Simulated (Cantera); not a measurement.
A Cantera script and what it prints.

```python
import numpy as np
import cantera as ct

gas_names = """
    CL CL2 H HCL H2 Si SiCL SiCL2 SiCL3 SiCL4 SiH SiHCL3 SiH2 SiH2CL2 SiH3 SiH3CL SiH4 Si2 Si3
""".split()
cond_names = """
    Si(cr) Si(L)
""".split()


# ... load() reads the species with a 1 bar reference pressure and builds the phases ...
atoms = {
    'SiHCl3': {'Si': 1, 'H': 1, 'CL': 3},
    'HCl': {'H': 1, 'CL': 1},
    'H2': {'H': 2},
}
top_T = {}  # K; cautious upper limits of use, not melting points


# ... equilibrate(T, P, feed) seeds the gas with the atoms and calls Mixture.equilibrate('TP', solver="vcs", rtol=1e-11, max_steps=5000) ...
results = []
T = 1175  # K
P = 19000  # Pa
for m in [0.59, 0.8, 1, 1.2, 1.4, 1.6, 1.9, 2.1, 2.3, 2.5]:
    feed = {'SiHCl3': 1, 'HCl': m, 'H2': 29}  # mol
    mix = equilibrate(T, P, feed)
    results.append((T, P, feed, dict(zip(mix.species_names, mix.species_moles))))

top = {s: max(r[3][s] / sum(r[3][g] for g in gas_names) for r in results) for s in gas_names}
cols = sorted((s for s in top if top[s] > 0.0001), key=lambda s: -top[s])[:8]
seen = [c for c in cond_names if any(r[3].get(c, 0) > 1e-12 for r in results)]
print("log10 of partial pressures in bar; condensed amounts in mol")
print(f"{'n(HCl)':>10s}" + "".join(f"{s[:9]:>10s}" for s in cols + seen))
for T, P, feed, n in results:
    ng = sum(n[g] for g in gas_names)
    print(f"{feed['HCl']:10.4g}" + "".join(f"{np.log10(max(n[s] / ng * P / 1e5, 1e-99)):10.3f}" for s in cols)
          + "".join(f"{n.get(c, 0):10.4g}" for c in seen))
```

Result:

```
log10 of partial pressures in bar; condensed amounts in mol
    n(HCl)        H2       HCL     SiCL4    SiHCL3     SiCL2     SiCL3   SiH2CL2    Si(cr)
      0.59    -0.748    -2.161    -2.665    -2.880    -3.216    -3.436    -3.986    0.2567
       0.8    -0.749    -2.154    -2.632    -2.855    -3.200    -3.411    -3.971    0.2038
         1    -0.750    -2.147    -2.602    -2.834    -3.185    -3.389    -3.957    0.1534
       1.2    -0.751    -2.140    -2.575    -2.813    -3.171    -3.368    -3.944    0.1028
       1.4    -0.752    -2.134    -2.548    -2.794    -3.158    -3.348    -3.932   0.05209
       1.6    -0.753    -2.128    -2.524    -2.776    -3.145    -3.330    -3.920  0.001295
       1.9    -0.756    -2.062    -2.486    -2.807    -3.243    -3.359    -4.021         0
       2.1    -0.758    -2.021    -2.465    -2.830    -3.307    -3.381    -4.087         0
       2.3    -0.760    -1.982    -2.448    -2.853    -3.369    -3.403    -4.151         0
       2.5    -0.762    -1.946    -2.433    -2.877    -3.428    -3.426    -4.212         0
```

Cantera equilibrium calculation (NASA polynomials, part measured and part estimated; ideal gas, pure solids and liquids). The tables' values for SiCl3 are old estimates; treat these amounts as uncertain.
